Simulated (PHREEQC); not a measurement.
Consider water at 81 °C with 52 mmol/kgw NH4HF2, 0.045 mmol/kgw H2SiF6, 0.036 mmol/kgw H3BO3 and 68 mmol/kgw H2SO4. Closed to the air; pH follows from the charge balance.

Model: ion-association model, phreeqc.dat, run in PHREEQC.

**Question.** The ionic strength comes out as 0.0927 mol/kgw. What activity coefficients do HSO4-, H+, NH4SO4-, SO4-2, NH4+ get?

**Answer.** HSO4- 0.76, H+ 0.81, NH4SO4- 0.76, SO4-2 0.34, NH4+ 0.73.

Precipitation was switched off in this run. Complexes and solids missing from the database can't appear. Away from 25 °C the constants follow the database's enthalpies or fits; those with neither stay at their 25 °C values. SiF6-2 is the database's only silicon fluoride. Real BF4- forms and hydrolyses slowly; the run takes it at equilibrium.
